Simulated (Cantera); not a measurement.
**Stirred combustor or abatement burner**

A perfectly stirred reactor is fed with CO : H2 : O2 : N2 = 1 : 0.39 : 1.51 : 5.68 (molar parts), equivalence ratio 0.46, at 13500 Torr; it is adiabatic with a 525 K inlet, and is followed from long to short residence time, starting on the burning branch (τ in s: 0.3, 0.11, 0.038, 0.013, 0.0048, 0.0017, 0.0006, 0.00021, 7.6e-05, 2.7e-05, 9.6e-06, 3.4e-06).

Cantera simulation using GRI-Mech 3.0 (53 species, 325 reactions); the numbers are that mechanism's predictions, not measurements. The hydrogen kinetics of GRI-Mech 3.0 are dated; newer H2 mechanisms differ, most at raised pressure. The pressure lies above the range GRI-Mech 3.0 was tuned for (to about 10 atm).

```tsv
τ (s)	T (K)	x CO	x H2	x O2	x N2O	x O
0.30	1832	6.21e-5	3.95e-6	0.103	7.98e-7	1.40e-5
0.11	1832	0.000117	5.99e-6	0.103	9.30e-7	1.65e-5
0.038	1830	0.000251	1.10e-5	0.103	1.26e-6	2.29e-5
0.013	1828	0.000551	2.22e-5	0.103	1.98e-6	3.75e-5
0.0048	1823	0.00113	4.34e-5	0.104	3.15e-6	6.54e-5
0.0017	1813	0.00236	8.77e-5	0.104	4.82e-6	0.000122
0.00060	1792	0.00502	0.000180	0.105	6.29e-6	0.000228
0.00021	1743	0.0114	0.000397	0.108	6.49e-6	0.000406
7.6e-5	525	0.117	0.0455	0.176	<1e-12	<1e-12
2.7e-5	525	0.117	0.0455	0.176	<1e-12	<1e-12
9.6e-6	525	0.117	0.0455	0.176	<1e-12	<1e-12
3.4e-6	525	0.117	0.0455	0.176	<1e-12	<1e-12
```
x: mole fraction; the columns are a selection and need not sum to one.
